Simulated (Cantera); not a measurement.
Equilibrium for fluorocarbon and chlorocarbon gases: CHF3 + CH4

A closed system holds: 1 mol CHF3, 0.39 mol CH4, held at 33.0 mbar.

Equilibrium computed with Cantera from the NASA thermochemical tables; the gas is ideal and each condensed phase is pure. Candidate condensed phases: C, C6H6, C7H8, C8H18; 95 gas species. Gases not in the tables: C2F6 and larger saturated fluorocarbons. Rates play no part.

| T (K) | x HF | x F | x CF2 | x CF4 | n C(graphite) |
|---|---|---|---|---|---|
| 1900 | 0.955 | 0.00236 | 0.00498 | 0.0377 | 1.27 |
| 1950 | 0.952 | 0.00389 | 0.00760 | 0.0358 | 1.27 |
| 2000 | 0.949 | 0.00623 | 0.0112 | 0.0332 | 1.27 |
| 2050 | 0.944 | 0.00964 | 0.0158 | 0.0297 | 1.26 |
| 2100 | 0.938 | 0.0144 | 0.0215 | 0.0253 | 1.26 |
| 2150 | 0.930 | 0.0208 | 0.0276 | 0.0202 | 1.26 |
| 2200 | 0.922 | 0.0288 | 0.0335 | 0.0148 | 1.25 |
| 2250 | 0.912 | 0.0382 | 0.0380 | 0.00981 | 1.25 |
| 2300 | 0.904 | 0.0485 | 0.0402 | 0.00581 | 1.26 |
| 2350 | 0.896 | 0.0590 | 0.0398 | 0.00310 | 1.26 |
| 2400 | 0.890 | 0.0693 | 0.0373 | 0.00153 | 1.27 |
x: gas mole fraction; n: condensed amount in mol.

From 1900 K to 2400 K the condensed part is C(graphite). The main C-bearing gas is CF4 at 1900 K and CF2 at 2400 K. The share of C in condensed phases is highest at 1900 K (91.7 %) and lowest at 2250 K (90.0 %).
